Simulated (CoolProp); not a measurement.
Properties of benzene along the isotherm 403.5 K.

Model: reference Helmholtz-energy equation of state, Thol 2012, in CoolProp.

| p (kPa) | phase | cp (kJ/(kg K)) | cv (kJ/(kg K)) | speed of sound (m/s) | Prandtl number |
|---|---|---|---|---|---|
| 4090 | liquid | 2.070 | 1.520 | 871.9 | 3.97 |
| 8180 | liquid | 2.053 | 1.521 | 906.3 | 4.02 |
| 12300 | liquid | [?] | 1.523 | 938.3 | 4.08 |
| 16400 | liquid | 2.028 | [?] | 968.0 | 4.13 |
| 20400 | liquid | 2.019 | 1.527 | 995.3 | 4.19 |
| 24500 | liquid | 2.011 | 1.529 | 1022 | 4.25 |
| 28600 | liquid | [?] | 1.530 | 1047 | 4.31 |
| 32700 | liquid | 1.997 | 1.532 | 1071 | 4.37 |
| 36800 | liquid | [?] | 1.534 | [?] | 4.43 |
| 40900 | liquid | 1.986 | [?] | 1116 | [?] |
| 45000 | liquid | 1.982 | 1.538 | 1137 | 4.55 |
| 49100 | liquid | 1.978 | 1.540 | [?] | 4.61 |

**Question.** Some entries are withheld; supply them.

**Answer.** 
- 12300, cp (kJ/(kg K)): 2.040
- 16400, cv (kJ/(kg K)): 1.525
- 28600, cp (kJ/(kg K)): 2.003
- 36800, cp (kJ/(kg K)): 1.991
- 36800, speed of sound (m/s): 1094
- 40900, cv (kJ/(kg K)): 1.536
- 40900, Prandtl number: 4.49
- 49100, speed of sound (m/s): 1157

Viscosity comes from a separate model (Avgeri 2014). Thermal conductivity comes from a separate model (Assael 2012).
